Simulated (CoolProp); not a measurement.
Saturation properties of R1234yf.

The numbers come from the reference Helmholtz-energy equation of state, Lemmon 2022 in CoolProp.

```json
[
 {"T (K)": "225", "p (MPa)": "0.04111", "liquid density (kg/m³)": "1314", "vapour density (kg/m³)": "2.568", "liquid viscosity (µPa s)": "379", "vapour viscosity (µPa s)": "9.28", "liquid conductivity (mW/(m K))": "88.4"},
 {"T (K)": "231.2", "p (MPa)": "0.05651", "liquid density (kg/m³)": "1297", "vapour density (kg/m³)": "3.457", "liquid viscosity (µPa s)": "346", "vapour viscosity (µPa s)": "(withheld)", "liquid conductivity (mW/(m K))": "86.1"},
 {"T (K)": "237.4", "p (MPa)": "(withheld)", "liquid density (kg/m³)": "1281", "vapour density (kg/m³)": "4.572", "liquid viscosity (µPa s)": "317", "vapour viscosity (µPa s)": "9.81", "liquid conductivity (mW/(m K))": "83.8"},
 {"T (K)": "243.7", "p (MPa)": "(withheld)", "liquid density (kg/m³)": "1263", "vapour density (kg/m³)": "5.978", "liquid viscosity (µPa s)": "290", "vapour viscosity (µPa s)": "10.1", "liquid conductivity (mW/(m K))": "81.6"},
 {"T (K)": "249.9", "p (MPa)": "0.1321", "liquid density (kg/m³)": "1246", "vapour density (kg/m³)": "7.672", "liquid viscosity (µPa s)": "267", "vapour viscosity (µPa s)": "10.3", "liquid conductivity (mW/(m K))": "(withheld)"},
 {"T (K)": "256.1", "p (MPa)": "0.1696", "liquid density (kg/m³)": "1228", "vapour density (kg/m³)": "9.721", "liquid viscosity (µPa s)": "246", "vapour viscosity (µPa s)": "10.6", "liquid conductivity (mW/(m K))": "77.2"},
 {"T (K)": "262.3", "p (MPa)": "0.2149", "liquid density (kg/m³)": "1209", "vapour density (kg/m³)": "12.18", "liquid viscosity (µPa s)": "227", "vapour viscosity (µPa s)": "10.9", "liquid conductivity (mW/(m K))": "75.1"},
 {"T (K)": "268.5", "p (MPa)": "0.2690", "liquid density (kg/m³)": "1191", "vapour density (kg/m³)": "15.10", "liquid viscosity (µPa s)": "210", "vapour viscosity (µPa s)": "11.2", "liquid conductivity (mW/(m K))": "73.0"},
 {"T (K)": "274.7", "p (MPa)": "0.3328", "liquid density (kg/m³)": "1171", "vapour density (kg/m³)": "(withheld)", "liquid viscosity (µPa s)": "194", "vapour viscosity (µPa s)": "11.4", "liquid conductivity (mW/(m K))": "70.9"},
 {"T (K)": "281", "p (MPa)": "0.4089", "liquid density (kg/m³)": "1151", "vapour density (kg/m³)": "22.68", "liquid viscosity (µPa s)": "179", "vapour viscosity (µPa s)": "11.7", "liquid conductivity (mW/(m K))": "68.9"},
 {"T (K)": "287.2", "p (MPa)": "0.4959", "liquid density (kg/m³)": "1130", "vapour density (kg/m³)": "27.45", "liquid viscosity (µPa s)": "166", "vapour viscosity (µPa s)": "12.0", "liquid conductivity (mW/(m K))": "66.9"},
 {"T (K)": "293.4", "p (MPa)": "0.5962", "liquid density (kg/m³)": "1109", "vapour density (kg/m³)": "33.01", "liquid viscosity (µPa s)": "(withheld)", "vapour viscosity (µPa s)": "12.3", "liquid conductivity (mW/(m K))": "65.0"},
 {"T (K)": "299.6", "p (MPa)": "0.7109", "liquid density (kg/m³)": "1086", "vapour density (kg/m³)": "39.50", "liquid viscosity (µPa s)": "143", "vapour viscosity (µPa s)": "12.6", "liquid conductivity (mW/(m K))": "63.1"}
]
```

Problem. Some entries are withheld; supply them.

Solution. 
- 231.2, vapour viscosity (µPa s): 9.54
- 237.4, p (MPa): 0.07618
- 243.7, p (MPa): 0.1014
- 249.9, liquid conductivity (mW/(m K)): 79.4
- 274.7, vapour density (kg/m³): 18.55
- 293.4, liquid viscosity (µPa s): 154

It boils at 243.7 K under 1 atm.

Viscosity comes from a separate model (Bell 2016), an estimate that may be off by 10 % or more. Thermal conductivity comes from a separate model (Perkins 2011).
